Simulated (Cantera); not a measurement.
A closed system holds: 1 mol borazine, 4.5 mol N2, 0.17 mol H2, held at 0.100 bar.

Cantera equilibrium calculation (NASA polynomials, part measured and part estimated; ideal gas, pure solids and liquids). Candidate condensed phases: B, BN; 15 gas species. The feed counts by its element totals alone. The tables' values for BH2 are old estimates; treat these amounts as uncertain. Kinetics and transport are ignored. All values below are at 2423 K.

Base state: N2 0.577, H2 0.387, H 0.0349, BH2 0.000811, B 0.000266, BH 3.32e-5, BN 2.81e-5 (mole fractions); condensed: BN(s).

### Question
What changes in the equilibrium state with this change: pressure from 0.100 bar to 0.620 bar?

### Answer
| species | before | after |
|---|---|---|
| N2 | 0.577 | 0.583 |
| H2 | 0.387 | 0.403 |
| H | 0.0349 | 0.0143 |
| BH2 | 0.000811 | 0.000337 |
| B | 0.000266 | 1.72e-5 |
| BN | 2.81e-5 | 4.52e-6 |
| BN(s), mol | 2.99 | 3.00 |
